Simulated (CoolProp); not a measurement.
n-butane along the isobar 4.94 MPa: fugacity coefficient from the reference equation and from simpler models built on Tc = 152.0 °C, pc = 3.796 MPa, ω = 0.201; each cubic takes its own stable root.

Model: reference Helmholtz-energy equation of state, Bücker 2006, in CoolProp.

| T (°C) | phase | reference | van der Waals | Redlich-Kwong | Soave-Redlich-Kwong |
|---|---|---|---|---|---|
| 72.45 | liquid | 0.1724 | 0.3116 | 0.2095 | [?] |
| 83.05 | liquid | 0.2103 | 0.3458 | 0.2487 | 0.2178 |
| 93.65 | liquid | 0.2523 | [?] | 0.2907 | [?] |
| 104.25 | liquid | 0.2982 | [?] | 0.3352 | 0.3087 |
| 114.85 | liquid | 0.3475 | 0.4531 | 0.3815 | 0.3593 |
| 125.55 | liquid | 0.4001 | 0.4899 | 0.4295 | 0.4128 |
| 136.15 | liquid | 0.4544 | 0.5262 | 0.4775 | 0.4671 |
| 146.75 | liquid | 0.5097 | 0.5619 | [?] | 0.5215 |

**Question.** Complete the blanks.

**Answer.** 
- 72.45, Soave-Redlich-Kwong: 0.1784
- 93.65, van der Waals: 0.3809
- 93.65, Soave-Redlich-Kwong: 0.2614
- 104.25, van der Waals: 0.4168
- 146.75, Redlich-Kwong: 0.5250
